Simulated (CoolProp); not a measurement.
Values from CoolProp's reference Helmholtz-energy equation of state, Lemmon 2000. It is a pseudo-pure fit of the blend.

Task: For dry air, give the phase and the density (kg/m³), expansivity (1/kK), conductivity (mW/(m K)) at 127.5 K and 4.61 MPa; 127.5 K and 9.46 MPa.

Result: 
- 127.5 K and 4.61 MPa: liquid; density 590, expansivity 19.6, conductivity 65.8
- 127.5 K and 9.46 MPa: liquid; density 657, expansivity 9.92, conductivity 77.9

Thermal conductivity comes from a separate model (Lemmon 2004).
